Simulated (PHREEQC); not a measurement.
Brackish or sea water: speciation

A made-up water analysis in mg/kgw, 25 °C, pH 6.3:

| constituent | mg/kgw |
|---|---|
| Na | 12300 |
| K | 1720 |
| Ca | 48.4 |
| Mg | 36.7 |
| Cl | 18400 |
| S(6) as SO4 | 2140 |
| Alkalinity as HCO3 | 1.05e-07 |
| Li | 4.16 |

Cl is adjusted to close the charge balance.
Valence states are taken as typed.

The numbers come from PHREEQC with the Pitzer model, pitzer.dat.

This is a speciation only: nothing precipitates in the calculation.

Task: Predict the activity of water, density.

Result: activity of water 0.981; density 1.022 g/cm³.

Task: In which forms is C present?

Result: HCO3- 60 %, CO2 40 % of the C.

Complexes and solids missing from the database can't appear.
